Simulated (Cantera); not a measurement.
Cantera run:

```python
import numpy as np
import cantera as ct

gas_names = [...]  # 115 gases of nasa_gas.yaml made of C, Ca, H, O
cond_names = """
    C(gr) C6H6(L) C7H8(L) C8H18(L),n-octa Ca(a) Ca(b) Ca(L) CaCO3(caL) CaO(s) CaO(L) CaO2H2(s) H2O(s)
    H2O(L)
""".split()


# ... load() reads the species with a 1 bar reference pressure and builds the phases ...
atoms = {
    'CaCO3': {'Ca': 1, 'C': 1, 'O': 3},
    'H2': {'H': 2},
}
top_T = {'C(gr)': 4500}  # K; cautious upper limits of use, not melting points


# ... equilibrate(T, P, feed) seeds the gas with the atoms and calls Mixture.equilibrate('TP', solver="vcs", rtol=1e-11, max_steps=5000) ...
results = []
feed = {'CaCO3': 1, 'H2': 0.18}  # mol
T = 848  # K
P = 110000  # Pa
mix = equilibrate(T, P, feed)
results.append((T, P, feed, dict(zip(mix.species_names, mix.species_moles))))
print(gas.report(threshold=0.001))
for i in range(1, mix.n_phases):
    print(f"{mix.phase(i).name:16s} {mix.phase_moles(i):12.5e} mol")
```

Result:

```
       temperature   848 K
          pressure   1.1e+05 Pa
           density   0.078178 kg/m^3
  mean mol. weight   5.011 kg/kmol
   phase of matter   gas

                          1 kg             1 kmol
                     ---------------   ---------------
          enthalpy       -3.6802e+06       -1.8441e+07  J
   internal energy       -5.0872e+06       -2.5492e+07  J
           entropy             35684        1.7881e+05  J/K
    Gibbs function        -3.394e+07       -1.7007e+08  J
 heat capacity c_p            6640.6             33276  J/K
 heat capacity c_v            4981.3             24961  J/K

                      mass frac. Y      mole frac. X     chem. pot. / RT
                     ---------------   ---------------   ---------------
               CH4           0.19726          0.061613           -37.774
                CO          0.014311         0.0025602           -46.739
               CO2          0.010809         0.0012307            -90.16
                H2            0.3254           0.80881           -17.228
               H2O           0.45222           0.12579            -60.65
     [ +110 minor]        1.0756e-06        1.7907e-07

C(gr)             0.00000e+00 mol
Ca(b)             0.00000e+00 mol
CaCO3(caL)        9.88871e-01 mol
CaO(s)            1.11293e-02 mol
CaO2H2(s)         0.00000e+00 mol
```

These are equilibrium values from Cantera (NASA tables, ideal gas, pure condensed phases), not measurements of a reactor.
